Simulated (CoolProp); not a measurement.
n-dodecane along the isotherm 346.85 °C: Z from the reference equation and from simpler models built on Tc = 385.0 °C, pc = 1.818 MPa, ω = 0.574; each cubic takes its own stable root.

Model: reference Helmholtz-energy equation of state, Lemmon 2004, in CoolProp. It is a short technical equation, of lower accuracy than the large ones.

| p (MPa) | phase | reference |
|---|---|---|
| 1.65 | liquid | 0.1242 |
| 3.3 | liquid | 0.2357 |
| 4.96 | liquid | 0.3424 |
| 6.61 | liquid | 0.4449 |
| 8.26 | liquid | 0.5446 |
| 9.91 | liquid | 0.6423 |
| 11.6 | liquid | 0.7404 |
| 13.2 | liquid | 0.8318 |
| 14.9 | liquid | 0.9275 |
| 16.5 | liquid | 1.016 |
| 18.2 | liquid | 1.110 |

Task: How far does each simpler model (van der Waals, Redlich-Kwong) lie from the reference over these 11 states: mean and median of the absolute difference, and the worst?

Result: 
- van der Waals: mean 59.7 %, median 56.2 %, worst +83.4 % at 346.85 °C and 1.65 MPa
- Redlich-Kwong: mean 21.8 %, median 19.1 %, worst +39.9 % at 346.85 °C and 1.65 MPa
